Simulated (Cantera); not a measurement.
An isothermal, constant-pressure homogeneous reactor starts with 15.0 % H₂, 71.4 % O₂, 13.6 % N₂, equivalence ratio 0.10, at 1425 K and 1330 Pa.

Cantera simulation using the H2/O2 subset of GRI-Mech 3.0, which has no nitrogen chemistry; the numbers are that mechanism's predictions, not measurements. Radical loss at walls, strong at low pressure, is not modelled. The temperature is held fixed by assumption; the heat of reaction is taken as removed at once.

Q: Predict: x(H₂) at 1.00 s; x(O₂) at 1.00 s; x(HO₂) at 1.00 s; x(H) at 1.00 s; x(OH) at 1.00 s; x(H₂O) at 1.00 s.

A: 
```
Quantity                                             Result
----------------  -----------------------------------------
x(H₂) at 1.00 s     1.33e-5 (gas-phase equilibrium 1.12e-6)
x(O₂) at 1.00 s         0.691 (gas-phase equilibrium 0.691)
x(HO₂) at 1.00 s    1.32e-7 (gas-phase equilibrium 1.17e-7)
x(H) at 1.00 s      2.58e-6 (gas-phase equilibrium 6.29e-8)
x(OH) at 1.00 s   0.000686 (gas-phase equilibrium 0.000199)
x(H₂O) at 1.00 s        0.162 (gas-phase equilibrium 0.162)
```
